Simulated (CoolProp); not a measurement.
Model: reference Helmholtz-energy equation of state, Lemmon 2006, in CoolProp. It is a short technical equation, of lower accuracy than the large ones.

Q: For nitrous oxide, give the phase and the cp (kJ/(kg K)), Joule-Thomson coefficient (K/MPa) at 226.85 °C and 2170 kPa; 226.85 °C and 3260 kPa.

A: 
- 226.85 °C and 2170 kPa: gas; cp 1.07, Joule-Thomson coefficient 3.32
- 226.85 °C and 3260 kPa: gas; cp 1.09, Joule-Thomson coefficient 3.28
